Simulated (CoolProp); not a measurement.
A simple Rankine cycle with vinyl chloride: condensing at 296.15 K, boiler at 1.85 MPa, turbine inlet 363.8 K, turbine efficiency 0.6, pump efficiency 0.8, no recuperator. Each further row changes one setting.

The numbers come from the reference Helmholtz-energy equation of state, Thol 2022 in CoolProp.

```
case                             thermal efficiency (%)  net work (kJ/kg)  heat in (kJ/kg)  turbine exit temperature (K)  volume ratio over the turbine
-------------------------------  ----------------------  ----------------  ---------------  ----------------------------  -----------------------------
as stated                                           9.2              32.9              359                         298.1                           4.86
turbine inlet 383.8 K                               9.4              36.0              384                         321.6                           4.78
condensing temperature 288.15 K                    10.2              37.8              371                         290.3                           6.15
boiler pressure 1.29 MPa                            7.5              28.1              372                         317.5                           3.32
turbine efficiency 0.5                              7.5              27.0              359                         304.3                           4.99
```
